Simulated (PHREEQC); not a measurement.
Consider water at 21 °C with 0.042 mol/kgw Na3PO4 and 0.025 mol/kgw NaHCO3. Closed to the air; pH follows from the charge balance.

The numbers come from PHREEQC with the ion-association model, wateq4f.dat.

Precipitation was switched off in this run.

### Question
Predict the pH, ionic strength.

### Answer
pH 11.46; ionic strength 0.223 mol/kgw.

### Question
In which forms is Na present?

### Answer
Na+ 92 %, NaCO3- 6.3 %, NaHPO4- 1.3 % of the Na.

H3PO4, which wateq4f.dat lacks, is added to it with the constant of phreeqc.dat.
